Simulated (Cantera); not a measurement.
A freely propagating, adiabatic, planar premixed flame of C3H8 : O2 : N2 = 1 : 6.33 : 18.4 (molar parts), equivalence ratio 0.79, unburnt at 500 K and 2.90 bar; mixture-averaged transport, grid criteria slope 0.08 and curve 0.16, no radiation.

Model: GRI-Mech 3.0 (53 species, 325 reactions), integrated in Cantera. GRI-Mech 3.0 was tuned for natural gas; its chemistry of propane as a main component is partial and can be far from experiment. Burning velocities carry a grid error of a few per cent, more on coarse grids.

Q: Predict: laminar burning velocity; thermal thickness; peak x(H); peak x(CH2); peak x(CO).

A: 
- laminar burning velocity: 104 cm/s
- thermal thickness: 0.103 mm
- peak x(H): 0.00477
- peak x(CH2): 4.39e-5
- peak x(CO): 0.0604
